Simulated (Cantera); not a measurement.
# Stirred combustor or abatement burner

A perfectly stirred reactor is fed with 8.45 % CH₃OH, 7.04 % O₂, 84.5 % N₂, equivalence ratio 1.8, at 5.33 atm; it is adiabatic with a 623 K inlet, and is followed from long to short residence time, starting on the burning branch (τ in s: 0.05, 0.024, 0.012, 0.0055, 0.0027, 0.0013, 0.00061, 0.0003, 0.00014, 6.8e-05).

Cantera simulation using GRI-Mech 3.0 (53 species, 325 reactions); the numbers are that mechanism's predictions, not measurements. GRI-Mech 3.0 was tuned for natural gas; its chemistry of methanol as a main component is partial and can be far from experiment.

| τ (s) | T (K) | x CH₃OH | x O₂ | x CO₂ | x CH₄ | x HCO | x NO₂ | x C₂H |
|---|---|---|---|---|---|---|---|---|
| 0.050 | 1347 | 5.02e-5 | 0.000697 | 0.0298 | 0.000291 | 1.11e-7 | 1.04e-11 | 1.58e-12 |
| 0.024 | 1339 | 8.89e-5 | 0.00113 | 0.0276 | 0.000329 | 1.99e-7 | 2.67e-11 | 1.47e-12 |
| 0.012 | 1327 | 0.000171 | 0.00187 | 0.0249 | 0.000317 | 3.60e-7 | 6.25e-11 | <1e-12 |
| 0.0055 | 1238 | 0.00339 | 0.00851 | 0.0229 | 1.95e-5 | 7.03e-7 | 1.68e-10 | <1e-12 |
| 0.0027 | 623 | 0.0845 | 0.0704 | <1e-12 | <1e-12 | <1e-12 | <1e-12 | <1e-12 |
| 0.0013 | 623 | 0.0845 | 0.0704 | <1e-12 | <1e-12 | <1e-12 | <1e-12 | <1e-12 |
| 0.00061 | 623 | 0.0845 | 0.0704 | <1e-12 | <1e-12 | <1e-12 | <1e-12 | <1e-12 |
| 0.00030 | 623 | 0.0845 | 0.0704 | <1e-12 | <1e-12 | <1e-12 | <1e-12 | <1e-12 |
| 0.00014 | 623 | 0.0845 | 0.0704 | <1e-12 | <1e-12 | <1e-12 | <1e-12 | <1e-12 |
| 6.8e-5 | 623 | 0.0845 | 0.0704 | <1e-12 | <1e-12 | <1e-12 | <1e-12 | <1e-12 |
x: mole fraction; the columns are a selection and need not sum to one.
